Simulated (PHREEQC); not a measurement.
Dissolve 0.046 mol NiSO4, 0.034 mol NaCl and 0.19 mol H2SO4 per kg of water at 25 °C. Closed to the air; pH follows from the charge balance.

Equilibrium calculation in PHREEQC: ion-association model, wateq4f.dat.

| quantity | before | after |
|---|---|---|
| pH | 0.82 | 6.07 |
| ionic strength (mol/kgw) | 0.360 | 0.147 |
| HSO4- (mol/kgw) | 0.184 | 1.01e-6 |
| SO4-2 (mol/kgw) | 0.0367 | 0.0280 |
| NiSO4 (mol/kgw) | 0.0138 | 0.0165 |
| Ni(SO4)2-2 (mol/kgw) | 2.42e-5 | 2.50e-5 |
| SI of Morenosite (NiSO4:7H2O) | -1.78 | -1.71 |
| SI of Ni(OH)2 (Ni(OH)2) | -11.22 | -0.68 |

Problem. What was changed between the two runs?
(A) H2SO4 left out
(B) H2SO4 from 0.19 to 0.95 mol/kgw
(C) NaCl left out
(D) H2SO4 from 0.19 to 0.38 mol/kgw

Solution. A, H2SO4 left out

No solid was allowed to form.
